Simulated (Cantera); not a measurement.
Feed: 1 mol Si(CH₃)₄, 0.045 mol C₃H₈, 7.2 mol H₂, 0.33 mol C₂H₂, held at 55.0 mbar.

These are equilibrium values from Cantera (NASA tables, ideal gas, pure condensed phases), not measurements of a reactor. Candidate condensed phases: C, C₆H₆, C₇H₈, C₈H₁₈, Si, SiC; 87 gas species. Kinetics and transport are ignored. All values below are at 1777 °C.

Base state: H₂ 0.989, H 0.00962, C₂H₂ (acetylene) 0.00105, Si 9.23e-5, CH₄ 2.01e-5, SiH 1.30e-5 (mole fractions); condensed: C(graphite) + SiC(s).

What changes in the equilibrium state with this change: Si(CH₃)₄ replaced by CH₃SiCl₃?


```
species           before     after
----------------  ------  --------
H₂                 0.989     0.725
HCl                    0     0.250
SiCl₂                  0    0.0128
Cl                     0   0.00210
SiCl₃                  0  0.000171
C(graphite), mol    3.77     0.921
SiC(s), mol        0.998     0.857
```
The feed counts by its element totals alone. The tables' values for SiCl₃, SiCl are old estimates; treat these amounts as uncertain.
